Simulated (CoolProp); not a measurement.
R245ca along the isobar 8640 kPa: Z from the reference equation and from simpler models built on Tc = 447.6 K, pc = 3941 kPa, ω = 0.355; each cubic takes its own stable root.

Model: reference Helmholtz-energy equation of state, Zhou 2016, in CoolProp.

```
T (K)          phase  reference
-----  -------------  ---------
367.2         liquid     0.3071
374.1         liquid     0.3062
381           liquid     0.3056
387.9         liquid     0.3053
394.8         liquid     0.3055
401.7         liquid     0.3060
408.6         liquid     0.3070
415.5         liquid     0.3085
422.4         liquid     0.3106
429.3         liquid     0.3134
436.2         liquid     0.3170
443.1         liquid     0.3216
450    supercritical     0.3273
```

How far does each simpler model (van der Waals, Redlich-Kwong, Peng-Robinson) lie from the reference over these 13 states: mean and median of the absolute difference, and the worst?


- van der Waals: mean 49.2 %, median 50.1 %, worst +54.7 % at 367.2 K and 8640 kPa
- Redlich-Kwong: mean 14.2 %, median 14.3 %, worst +14.9 % at 436.2 K and 8640 kPa
- Peng-Robinson: mean 2.3 %, median 2.4 %, worst -4.0 % at 367.2 K and 8640 kPa
